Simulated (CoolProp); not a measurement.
R141b along the isobar 5.08 MPa: fugacity coefficient from the reference equation and from simpler models built on Tc = 477.5 K, pc = 4.212 MPa, ω = 0.220; each cubic takes its own stable root.

Values from CoolProp's reference Helmholtz-energy equation of state, Lemmon 2006. It is a short technical equation, of lower accuracy than the large ones.

```csv
T (K),phase,reference,Redlich-Kwong,Soave-Redlich-Kwong
247.6,liquid,[?],0.003859,0.001904
258.3,liquid,0.003279,0.006526,0.003368
269,liquid,0.005519,0.01046,0.005650
279.7,liquid,[?],0.01598,0.009041
290.4,liquid,0.01360,0.02344,0.01388
301.1,liquid,0.02012,0.03317,0.02053
311.8,liquid,0.02879,[?],0.02938
322.5,liquid,0.03997,0.06059,0.04081
333.2,liquid,0.05402,0.07876,0.05521
343.9,liquid,[?],0.1001,0.07290
354.6,liquid,[?],0.1247,0.09418
365.3,liquid,0.1164,0.1525,0.1192
376,liquid,0.1446,[?],0.1483
386.7,liquid,0.1768,0.2176,0.1812
```

### Question
Some entries are withheld; supply them.

### Answer

- 247.6, reference: 0.001843
- 279.7, reference: 0.008850
- 311.8, Redlich-Kwong: 0.04547
- 343.9, reference: 0.07127
- 354.6, reference: 0.09199
- 376, Redlich-Kwong: 0.1835
